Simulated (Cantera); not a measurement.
A perfectly stirred reactor is fed with H2 : O2 : N2 = 0.49 : 1 : 0.98 (molar parts), at 13300 Pa; it is held at 1100 K, and followed from long to short residence time.

Computed with Cantera and the H2/O2 subset of GRI-Mech 3.0, which has no nitrogen chemistry. The temperature is held fixed by assumption; the heat of reaction is taken as removed at once.

**Question.** What does this change do: pressure from 13300 Pa to 75000 Pa?

**Answer.** 
| quantity | before | after |
|---|---|---|
| x(H2) at τ = 17.0 s | 5.64e-5 | 0.000193 |
| x(O2) at τ = 17.0 s | 0.339 | 0.339 |
| x(O) at τ = 17.0 s | 1.29e-5 | 3.95e-7 |
| x(H2O) at τ = 17.0 s | 0.220 | 0.220 |
| x(H2O2) at τ = 17.0 s | 3.49e-7 | 5.64e-7 |
| x(H2) at τ = 48.0 ms | 0.00245 | 0.00651 |
| x(O2) at τ = 48.0 ms | 0.339 | 0.341 |
| x(O) at τ = 48.0 ms | 0.000682 | 3.44e-5 |
| x(H2O) at τ = 48.0 ms | 0.217 | 0.213 |
| x(H2O2) at τ = 48.0 ms | 2.58e-6 | 6.15e-5 |

**Question.** What does this change do: pressure from 13300 Pa to 11000 Pa?

**Answer.** 
```
quantity                  before     after
----------------------  --------  --------
x(H2) at τ = 17.0 s      5.64e-5   5.98e-5
x(O2) at τ = 17.0 s        0.339     0.339
x(O) at τ = 17.0 s       1.29e-5   1.71e-5
x(H2O) at τ = 17.0 s       0.220     0.220
x(H2O2) at τ = 17.0 s    3.49e-7   3.49e-7
x(H2) at τ = 48.0 ms     0.00245   0.00255
x(O2) at τ = 48.0 ms       0.339     0.339
x(O) at τ = 48.0 ms     0.000682  0.000881
x(H2O) at τ = 48.0 ms      0.217     0.217
x(H2O2) at τ = 48.0 ms   2.58e-6   2.30e-6
```
